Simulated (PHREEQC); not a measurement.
A solution holds 0.053 mol/kgw LiCl and 0.0046 mol/kgw MgSO4, at 20 °C. Closed to the air; pH follows from the charge balance.

All values are PHREEQC results (ion-association model, phreeqc.dat), not measurements.

This is a speciation only: nothing precipitates in the calculation.

### Question
Estimate the specific conductance.

### Answer
specific conductance 5280 µS/cm.

### Question
In which forms is S present?

### Answer
SO4-2 80 %, MgSO4 12 %, LiSO4- 7.9 % of the S.
